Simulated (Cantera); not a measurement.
Charge: 1 mol MgCO3, 0.039 mol C, 3 mol H2O, held at 0.570 bar.

Cantera equilibrium calculation (NASA polynomials, part measured and part estimated; ideal gas, pure solids and liquids). Candidate condensed phases: C, C6H6, C7H8, C8H18, H2O, Mg, MgCO3, MgO, Mg(OH)2; 116 gas species. The numbers say what is thermodynamically allowed, not how fast it happens. All values below are at 1825 °C.

Base state: H2O 0.727, CO2 0.239, CO 0.0166, H2 0.0102, OH 0.00347, O2 0.00302, H 0.000412, O 9.98e-5 (mole fractions); condensed: MgO(s).

What changes in the equilibrium state with this change: H2O from 3 to 0.015 mol?


| species | before | after |
|---|---|---|
| CO2 | 0.239 | 0.906 |
| CO | 0.0166 | 0.0778 |
| H2O | 0.727 | 0.0137 |
| H2 | 0.0102 | 0.000239 |
| Mg(OH)2 | 6.03e-5 | 1.14e-6 |
| OH | 0.00347 | 0.000429 |
| H | 0.000412 | 6.30e-5 |
| MgO(s), mol | 1.000 | 1.000 |
